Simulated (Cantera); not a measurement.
Input: 1 mol CO, 0.31 mol CO2, 3.8 mol N2, 0.02 mol O2, held at 550 K and 1330 Pa.

Cantera equilibrium calculation (NASA polynomials, part measured and part estimated; ideal gas, pure solids and liquids). Candidate condensed phases: C; 24 gas species. Equilibrium is a limit: real reactors are often held back by kinetics, nucleation or transport.

Base state: N2 0.820, CO2 0.179, CO 0.000992 (mole fractions); condensed: C(graphite).

**Question.** What changes in the equilibrium state with this change: temperature from 550 K to 1200 K?

**Answer.** 
| species | before | after |
|---|---|---|
| N2 | 0.820 | 0.744 |
| CO | 0.000992 | 0.188 |
| CO2 | 0.179 | 0.0685 |
| C(graphite), mol | 0.478 | 0 |

**Question.** What changes in the equilibrium state with this change: temperature from 550 K to 1648 K?

**Answer.** 
```json
[
 {"species": "N2", "before": "0.820", "after": "0.744"},
 {"species": "CO", "before": "0.000992", "after": "0.188"},
 {"species": "CO2", "before": "0.179", "after": "0.0685"},
 {"species": "C(graphite), mol", "before": "0.478", "after": "0"}
]
```

**Question.** What changes in the equilibrium state with this change: CO replaced by C2H6?

**Answer.** 
```csv
species,before,after
N2,0.820,0.625
H2,0,0.149
CH4,0,0.125
CO2,0.179,0.00726
H2O,0,0.0938
NH3,0,6.39e-5
CO,0.000992,0.000200
"C(graphite), mol",0.478,1.50
```
Further candidate phases: C6H6, C7H8, C8H18, H2O.
